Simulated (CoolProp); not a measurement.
Vapour-liquid equilibrium of CH2F2 (R32) (1) + propylene (2) at 228.9 K; x and y are mole fractions of (1).

Model: multi-fluid Helmholtz-energy mixture model, Tillner-Roth 1997 and Lemmon 2013; pair parameters Bell 2016, in CoolProp.

| x | bubble pressure, mixture model (bar) | bubble pressure, Raoult's law (bar) | y, mixture model | y, Raoult's law |
|---|---|---|---|---|
| 0.05 | 1.420 | 1.192 | 0.202 | 0.061 |
| 0.15 | 1.737 | 1.220 | 0.393 | 0.179 |
| 0.25 | 1.905 | 1.248 | 0.481 | 0.292 |
| 0.35 | 1.988 | 1.276 | 0.529 | 0.400 |
| 0.45 | 2.025 | 1.304 | 0.558 | 0.503 |
| 0.55 | 2.038 | 1.332 | 0.579 | 0.602 |
| 0.65 | 2.035 | 1.359 | 0.598 | 0.697 |
| 0.75 | 2.012 | 1.387 | 0.627 | 0.788 |
| 0.85 | 1.933 | 1.415 | 0.682 | 0.875 |
| 0.95 | 1.701 | 1.443 | 0.825 | 0.959 |

The largest gap from Raoult's law is +55.8 % in bubble pressure, at x = 0.35. y crosses x between x = 0.55 and 0.65: the model has an azeotrope there.

The pair parameters rest on a limited set of measurements; away from them the model extrapolates. With so large a gap from Raoult's law the liquid may split in two, which this calculation doesn't test in full.
